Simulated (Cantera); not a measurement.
An adiabatic, constant-pressure homogeneous reactor starts with CH4 : O2 : N2 : C2H6 = 1 : 0.87 : 3.27 : 0.044 (molar parts), equivalence ratio 2.5, at 1225 K and 5.53 atm.

Detailed kinetics in Cantera: GRI-Mech 3.0 (53 species, 325 reactions).

x: mole fraction; the columns are a selection and need not sum to one.

| t (s) | T (K) | x CH4 | x O2 | x C2H6 | x C2H | x C2H2 |
|---|---|---|---|---|---|---|
| 1.00e-6 | 1225 | 0.193 | 0.168 | 0.00849 | <1e-12 | <1e-12 |
| 2.26e-6 | 1225 | 0.193 | 0.168 | 0.00849 | <1e-12 | <1e-12 |
| 5.09e-6 | 1225 | 0.193 | 0.168 | 0.00849 | <1e-12 | <1e-12 |
| 1.15e-5 | 1225 | 0.193 | 0.168 | 0.00849 | <1e-12 | <1e-12 |
| 2.59e-5 | 1225 | 0.193 | 0.168 | 0.00849 | <1e-12 | <1e-12 |
| 5.85e-5 | 1225 | 0.193 | 0.168 | 0.00848 | <1e-12 | 2.23e-12 |
| 0.000132 | 1225 | 0.193 | 0.168 | 0.00848 | <1e-12 | 5.11e-11 |
| 0.000298 | 1225 | 0.193 | 0.168 | 0.00845 | <1e-12 | 1.49e-9 |
| 0.000672 | 1227 | 0.192 | 0.167 | 0.00838 | <1e-12 | 2.38e-8 |
| 0.00152 | 1232 | 0.191 | 0.166 | 0.00815 | <1e-12 | 2.97e-7 |
| 0.00342 | 1508 | 0.140 | 0.119 | ? | 4.57e-10 | 0.000178 |
| 0.00772 | 2073 | 0.00294 | 8.53e-9 | ? | 3.73e-7 | 0.00650 |
| 0.0174 | 2054 | 0.000991 | 4.88e-9 | ? | 4.13e-8 | 0.000903 |
| 0.0393 | 2048 | 6.72e-5 | 4.12e-9 | 2.25e-10 | 5.09e-10 | 1.20e-5 |
| 0.0886 | 2047 | 4.53e-8 | 4.11e-9 | <1e-12 | <1e-12 | 1.68e-10 |
| 0.200 | 2047 | 2.44e-8 | 4.11e-9 | <1e-12 | <1e-12 | 1.16e-11 |

**Question.** Complete the blanks.

**Answer.** 
- 0.00342, x C2H6: 0.00517
- 0.00772, x C2H6: 4.90e-7
- 0.0174, x C2H6: 4.85e-8
